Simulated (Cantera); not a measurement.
Predominance diagram of Ca at 1227 °C against the partial pressures of O2 and Cl2 (log10, bar). Source: NASA polynomial tables (part measured, part estimated), evaluated in Cantera. Candidates: Ca(l), CaCl2(l), CaO(s). Only these pure phases compete in this equilibrium. Not in the tables: oxide halides.

```
log p(Cl2) \ log p(O2)
        columns: -18, -16.9, -15.8, -14.6, -13.5, -12.4, -11.2, -10.1, -9, -7.9, -6.8, -5.6, -4.5, -3.4, -2.2, -1.1, 0
      0  A A A A A A A A A A A A A A A A A
   -1.1  A A A A A A A A A A A A A A A A A
   -2.2  A A A A A A A A A A A A A A A A A
   -3.2  A A A A A A A A A A A A A A A A A
   -4.3  A A A A A A A A A A A A A A A B B
   -5.4  A A A A A A A A A A A A A B B B B
   -6.5  A A A A A A A A A A A B B B B B B
   -7.5  A A A A A A A A A A B B B B B B B
   -8.6  A A A A A A A A B B B B B B B B B
   -9.7  A A A A A A B B B B B B B B B B B
  -10.8  A A A A B B B B B B B B B B B B B
  -11.8  A A B B B B B B B B B B B B B B B
  -12.9  B B B B B B B B B B B B B B B B B
    -14  B B B B B B B B B B B B B B B B B
```

A: CaCl2(l); B: CaO(s).
